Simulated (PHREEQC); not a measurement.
A solution holds 0.0045 mol/kgw NH3, 8.9e-05 mol/kgw Na2SiO3 and 0.0001 mol/kgw K2CO3, at 25 °C. Closed to the air; pH follows from the charge balance.

The numbers come from PHREEQC with the ion-association model, wateq4f.dat.

| Property | Value |
|---|---|
| pH | 10.54 |
| ionic strength | 0.000663 mol/kgw |
| total alkalinity | 4.88 meq/kg |

| species | molality | activity | log γ |
|---|---|---|---|
| NH3 | 0.00428 | 0.00428 | 0.000 |
| OH- | 0.000360 | 0.000350 | -0.013 |
| NH4+ | 0.000221 | 0.000215 | -0.013 |
| K+ | 0.000200 | 0.000194 | -0.013 |
| Na+ | 0.000178 | 0.000173 | -0.013 |
| H3SiO4- | 7.47e-5 | 7.26e-5 | -0.013 |
| CO3-2 | 6.40e-5 | 5.70e-5 | -0.050 |
| HCO3- | 3.58e-5 | 3.48e-5 | -0.013 |
| H4SiO4 | 1.41e-5 | 1.41e-5 | 0.000 |
| H2SiO4-2 | 1.94e-7 | 1.72e-7 | -0.050 |
| NaCO3- | 1.89e-7 | 1.83e-7 | -0.013 |
| NaHCO3 | 3.38e-9 | 3.38e-9 | 0.000 |

This is a speciation only: nothing precipitates in the calculation.
